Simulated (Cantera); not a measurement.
An isothermal, constant-pressure homogeneous reactor starts with 0.271 % CH3OH, 3.09 % O2, 96.6 % N2, equivalence ratio 0.13, at 1100 K and 3750 Torr.

Cantera simulation using GRI-Mech 3.0 (53 species, 325 reactions); the numbers are that mechanism's predictions, not measurements. GRI-Mech 3.0 was tuned for natural gas; its chemistry of methanol as a main component is partial and can be far from experiment.

One state of this run: x CH3OH = <1e-12; x O2 = 0.0268; x H2O = 0.00540; x O = 1.88e-10; x CH3 = <1e-12; x H = <1e-12. x: mole fraction; the columns are a selection and need not sum to one.

Task: Which value of t (s) does it belong to?
A. 0.00169
B. 0.000225
C. 40.0
D. 0.0127

Result: C, 40.0
